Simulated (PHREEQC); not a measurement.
Model water analysis in mmol/kgw, 25 °C, pH 6.48, pe 12:

| constituent | mmol/kgw |
|---|---|
| Na | 98.6 |
| K | 1.48 |
| Ca | 18.6 |
| Mg | 15.7 |
| Cl | 159 |
| S(6) | 2.13 |
| Alkalinity (meq/kgw) | 3.42e-05 |
| Cd | 0.0274 |

Valence states are taken as typed.

The numbers come from PHREEQC with the ion-association model, wateq4f.dat.

No solid was allowed to form.

### Question
Order these Cd species by the share of Cd that they hold, largest first: Cd+2, CdSO4, CdCl3-, CdCl2, CdCl+.

### Answer
CdCl+ (62 %), CdCl2 (21 %), Cd+2 (14 %), CdCl3- (2.1 %), CdSO4 (0.41 %)

The pH is 6.48 and the ionic strength 0.199 mol/kgw. Species that the database lacks are ignored.
